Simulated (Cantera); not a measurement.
Gas mixture: H2 : CO2 : NH3 : CO = 0.13 : 0.86 : 0.2 : 0.44 (molar parts), at 0.850 bar, frozen composition.

Cantera's kinetic-theory transport with the Lennard-Jones parameters of GRI-Mech 3.0, ideal gas; thermal conductivity in the multicomponent form. Polar gases are described roughly by these parameters. The composition is frozen, though it would react at the higher temperatures.

D: mixture-averaged diffusion coefficient of that species in the mixture.

```
T (K)  ρ (kg/m³)  cp (J/kg/K)  μ (µPa s)  λ (mW/m/K)     Pr  D (cm²/s) CO2  D (cm²/s) H  D (cm²/s) OH
-----  ---------  -----------  ---------  ----------  -----  -------------  -----------  ------------
400        0.844         1114       19.9        36.5  0.606            [?]         2.25         0.584
600        0.563         1244       27.7        55.4  0.623            [?]         4.63          1.18
800        0.422         1344       34.5        73.7  0.629            [?]         7.62          1.93
1000       0.338         1422       40.6        91.3  0.632            [?]         11.1          2.81
1200       0.281         1480       46.1         108  0.631            [?]         15.2          3.81
1400       0.241         1526       51.3         124  0.630            [?]         19.7          4.93
1600       0.211         1562       56.1         140  0.628            [?]         24.6          6.16
1800       0.188         1591       60.8         154  0.627            [?]         29.9          7.49
2000       0.169         1614       65.2         168  0.625            [?]         35.7          8.92
```

**Question.** What belongs in the gaps?

**Answer.** 
- 400, D (cm²/s) CO2: 0.367
- 600, D (cm²/s) CO2: 0.764
- 800, D (cm²/s) CO2: 1.26
- 1000, D (cm²/s) CO2: 1.86
- 1200, D (cm²/s) CO2: 2.53
- 1400, D (cm²/s) CO2: 3.29
- 1600, D (cm²/s) CO2: 4.11
- 1800, D (cm²/s) CO2: 5.01
- 2000, D (cm²/s) CO2: 5.98
